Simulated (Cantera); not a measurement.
Input (Python, Cantera) and output of one run.

```python
import numpy as np
import cantera as ct

gas_names = [...]  # 151 gases of nasa_gas.yaml made of C, H, N, O, Si
cond_names = """
    C(gr) C6H6(L) C7H8(L) C8H18(L),n-octa H2O(s) H2O(L) Si(cr) Si(L) SiC(b) SiO2(Lqz) SiO2(hqz) SiO2(L)
    Si2N2O(s) Si3N4(a)
""".split()


# ... load() reads the species with a 1 bar reference pressure and builds the phases ...
atoms = {
    'TEOS': {'Si': 1, 'C': 8, 'H': 20, 'O': 4},
    'NO': {'N': 1, 'O': 1},
    'H2': {'H': 2},
}
top_T = {'C(gr)': 4500, 'SiC(b)': 3050, 'Si2N2O(s)': 2100, 'Si3N4(a)': 2400}  # K; cautious upper limits of use, not melting points


# ... equilibrate(T, P, feed) seeds the gas with the atoms and calls Mixture.equilibrate('TP', solver="vcs", rtol=1e-11, max_steps=5000) ...
results = []
feed = {'TEOS': 1, 'NO': 4.4, 'H2': 63}  # mol
T = 1550  # K
P = 13332.2  # Pa
mix = equilibrate(T, P, feed)
results.append((T, P, feed, dict(zip(mix.species_names, mix.species_moles))))
x = sorted(zip(gas.X, gas.species_names), reverse=True)
print(f"T = {T:g} K  P = {P:g} Pa  gas = {mix.phase_moles(0):.4g} mol")
print("   x: " + "  ".join(f"{s} {v:.3e}" for v, s in x if v > 1e-05))
print("   condensed (mol): " + ("  ".join(f"{mix.phase(i).name} {mix.phase_moles(i):.4g}"
      for i in range(1, mix.n_phases) if mix.phase_moles(i) > 1e-12) or "none"))
```

It prints:

```
T = 1550 K  P = 13332.2 Pa  gas = 82.6 mol
   x: H2 8.832e-01  CO 9.555e-02  N2 2.056e-02  CH4 2.114e-04  HCN 2.004e-04  SiO 1.566e-04  H 8.106e-05  C2H2,acetylene 1.417e-05  H2O 1.363e-05
   condensed (mol): C(gr) 0.07087  Si2N2O(s) 0.4935
```

Method: chemical equilibrium by Gibbs-energy minimisation in Cantera with the NASA 1993 tables (ideal gas, pure condensed phases). The feed counts by its element totals alone.
